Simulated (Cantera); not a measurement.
Input: 1 mol SiC, 0.12 mol H2O, 950 mol N2, equilibrated at 0.0180 Torr.

Method: chemical equilibrium by Gibbs-energy minimisation in Cantera with the NASA 1993 tables (ideal gas, pure condensed phases). Candidate condensed phases: C, C6H6, C7H8, C8H18, H2O, Si, SiC, SiO2, Si2N2O, Si3N4; 151 gas species. Equilibrium is a limit: real reactors are often held back by kinetics, nucleation or transport. All values below are at 1798 K.

Base state: N2 0.999, Si 0.00103, H 0.000215, CO 0.000126, HCN 1.82e-5, SiC2 1.48e-5 (mole fractions); condensed: C(graphite).

**Question.** What changes in the equilibrium state with this change: SiC replaced by Si?

**Answer.** 
```csv
species,before,after
N2,0.999,0.999
Si,0.00103,0.000923
H,0.000215,0.000232
SiO,2.33e-7,0.000126
CO,0.000126,0
HCN,1.82e-5,0
SiC2,1.48e-5,0
H2,8.98e-6,1.04e-5
"C(graphite), mol",0.824,0
```

**Question.** What changes in the equilibrium state with this change: SiC replaced by Si3N4?

**Answer.** 
```
species             before     after
----------------  --------  --------
N2                   0.999     0.997
Si                 0.00103   0.00301
H                 0.000215  0.000231
CO                0.000126         0
HCN                1.82e-5         0
SiC2               1.48e-5         0
SiO                2.33e-7  0.000126
H2                 8.98e-6   1.03e-5
C(graphite), mol     0.824         0
```
